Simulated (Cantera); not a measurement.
What does this Cantera script print?

```python
import numpy as np
import cantera as ct

gas = ct.Solution("h2o2.yaml")
gas.TPX = 423, 100000, {'H2': 1, 'O2': 0.5, 'N2': 1.88}
inlet = ct.Reservoir(gas, clone=True)
gas.equilibrate("HP")  # start burning
reactor = ct.IdealGasConstPressureReactor(gas, energy="on", clone=False)
exhaust = ct.Reservoir(gas, clone=True)
tau = [0.031, 0.017, 0.0093, 0.0051, 0.0028, 0.0015, 0.00084, 0.00046, 0.00025, 0.00014, 7.6e-05, 4.2e-05, 2.3e-05][0]
for a, b in ((inlet, reactor), (reactor, exhaust)):
    ct.MassFlowController(a, b, mdot=lambda t: reactor.mass / tau)
net = ct.ReactorNet([reactor])
show = ['H2', 'O2', 'H2O2', 'H', 'OH', 'HO2']

rows = []
print(f"{'tau/s':>10s}{'T/K':>9s}" + "".join(f"{s:>11s}" for s in show))
for tau in [0.031, 0.017, 0.0093, 0.0051, 0.0028, 0.0015, 0.00084, 0.00046, 0.00025, 0.00014, 7.6e-05, 4.2e-05, 2.3e-05]:
    net.initial_time = 0.0
    net.advance(30 * tau)
    before = gas.X
    net.advance(40 * tau)
    drift = np.max(np.abs(gas.X - before) / (gas.X + 1e-9))
    rows.append([gas.T, *gas[show].X, drift])
    print(f"{tau:10.3e}{gas.T:9.1f}" + "".join(f"{x:11.3e}" for x in gas[show].X))
```

Output:

```
     tau/s      T/K         H2         O2       H2O2          H         OH        HO2
 3.100e-02   2432.0  1.941e-02  7.467e-03  1.718e-07  3.203e-03  9.958e-03  1.886e-06
 1.700e-02   2419.6  2.048e-02  7.926e-03  1.761e-07  3.602e-03  1.040e-02  2.021e-06
 9.300e-03   2399.4  2.216e-02  8.658e-03  1.833e-07  4.296e-03  1.108e-02  2.248e-06
 5.100e-03   2368.4  2.459e-02  9.743e-03  1.952e-07  5.457e-03  1.203e-02  2.617e-06
 2.800e-03   2324.1  2.780e-02  1.123e-02  2.149e-07  7.314e-03  1.321e-02  3.205e-06
 1.500e-03   2262.2  3.182e-02  1.322e-02  2.492e-07  1.027e-02  1.450e-02  4.166e-06
 8.400e-04   2189.9  3.591e-02  1.544e-02  3.013e-07  1.419e-02  1.554e-02  5.505e-06
 4.600e-04   2100.4  4.016e-02  1.806e-02  3.908e-07  1.967e-02  1.621e-02  7.479e-06
 2.500e-04   1996.3  4.418e-02  2.101e-02  5.497e-07  2.680e-02  1.623e-02  1.021e-05
 1.400e-04   1886.6  4.761e-02  2.413e-02  8.229e-07  3.501e-02  1.555e-02  1.362e-05
 7.600e-05   1762.1  5.110e-02  2.792e-02  1.356e-06  4.481e-02  1.406e-02  1.839e-05
 4.200e-05   1634.1  5.571e-02  3.270e-02  2.291e-06  5.449e-02  1.197e-02  2.498e-05
 2.300e-05   1493.5  6.651e-02  4.070e-02  3.794e-06  6.173e-02  9.278e-03  3.622e-05
```

Detailed kinetics in Cantera: the H2/O2 subset of GRI-Mech 3.0, which has no nitrogen chemistry.
